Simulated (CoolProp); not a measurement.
The numbers come from the reference Helmholtz-energy equation of state, Gao 2020 in CoolProp.

For ammonia, give the phase and the Z, cp (kJ/(kg K)), conductivity (mW/(m K)) at 389.8 K and 5.97 MPa; 470.9 K and 5.97 MPa.


- 389.8 K and 5.97 MPa: gas; Z 0.723, cp 4.66, conductivity 47.4
- 470.9 K and 5.97 MPa: gas; Z 0.881, cp 3.04, conductivity 54.4

Thermal conductivity comes from a separate model (Tufeu 1984).
